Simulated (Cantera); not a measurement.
Charge: 1 mol B, 0.24 mol H2O, equilibrated at 26.0 mbar.

Cantera equilibrium calculation (NASA polynomials, part measured and part estimated; ideal gas, pure solids and liquids). Candidate condensed phases: B, B2O3, B3O3H3, H2O; 23 gas species. Mutual solubility and eutectic melting of coexisting phases are not modelled. The tables' values for BH2 are old estimates; treat these amounts as uncertain. Kinetics and transport are ignored.

x: gas mole fraction; n: condensed amount in mol.

```tsv
T (K)	x H2	x HBO	x B2O2	x B2O3	x B3O3H3	x HBO2	n B(s)	n B2O3(l)
800	0.999	9.90e-9	<1e-12	<1e-12	___	9.65e-12	0.840	0.0798
875	0.999	1.52e-7	3.37e-12	<1e-12	___	2.79e-10	0.840	0.0798
950	0.999	1.50e-6	1.84e-10	1.03e-11	___	4.63e-9	0.840	0.0798
1025	0.999	1.05e-5	5.51e-9	4.14e-10	0.00100	5.00e-8	0.840	0.0798
1100	0.999	5.54e-5	1.02e-7	9.84e-9	0.00106	3.84e-7	0.840	0.0797
1175	0.999	0.000236	1.29e-6	1.53e-7	0.00110	2.24e-6	0.840	0.0797
1250	0.998	0.000837	1.18e-5	1.70e-6	0.00111	1.05e-5	0.840	0.0797
1325	0.996	0.00256	8.39e-5	1.41e-5	0.00112	4.07e-5	0.840	0.0795
1400	0.991	0.00689	0.000478	9.24e-5	0.00111	0.000136	0.839	0.0791
1475	0.979	0.0167	0.00226	0.000496	0.00108	0.000395	0.838	0.0778
1550	0.950	0.0365	0.00916	0.00224	0.00102	0.00102	0.835	0.0745
```

Q: Some entries are withheld; supply them.

A: 
- 800, x B3O3H3: 0.000679
- 875, x B3O3H3: 0.000814
- 950, x B3O3H3: 0.000921
